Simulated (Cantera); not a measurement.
A freely propagating, adiabatic, planar premixed flame of C₂H₄ : O₂ : N₂ : H₂O = 1 : 3.06 : 9.18 : 0.33 (molar parts), unburnt at 700 K and 4.93 atm; mixture-averaged transport, grid criteria slope 0.08 and curve 0.16, no radiation.

Detailed kinetics in Cantera: GRI-Mech 3.0 (53 species, 325 reactions). GRI-Mech 3.0 was tuned for natural gas; its chemistry of ethylene as a main component is partial and can be far from experiment. Burning velocities carry a grid error of a few per cent, more on coarse grids.

How do the results move with these cheaper or finer settings: unity-Lewis-number transport; multicomponent transport; multicomponent+Soret transport; grid criteria slope 0.5, curve 1; grid criteria slope 0.25, curve 0.5; grid criteria slope 0.03, curve 0.06?


| setting | laminar burning velocity | thermal thickness | peak x(CH₂) | peak x(C₂H₂) | grid points |
|---|---|---|---|---|---|
| as above | 331 cm/s | 0.0449 mm | 0.000133 | 0.00292 | 173 |
| unity-Lewis-number transport | 253 cm/s | 0.0463 mm | 0.000111 | 0.00220 | 162 |
| multicomponent transport | 332 cm/s | 0.0455 mm | 0.000133 | 0.00294 | 173 |
| multicomponent+Soret transport | 327 cm/s | 0.0454 mm | 0.000131 | 0.00288 | 173 |
| grid criteria slope 0.5, curve 1 | 351 cm/s | 0.0518 mm | 0.000124 | 0.00280 | 44 |
| grid criteria slope 0.25, curve 0.5 | 341 cm/s | 0.0478 mm | 0.000131 | 0.00288 | 65 |
| grid criteria slope 0.03, curve 0.06 | 328 cm/s | 0.0442 mm | 0.000133 | 0.00292 | 366 |
The base run took roughly 6 core-seconds.
Unity Lewis numbers drop preferential diffusion, which matters most where H2 and H carry the flame; Soret adds thermal diffusion.
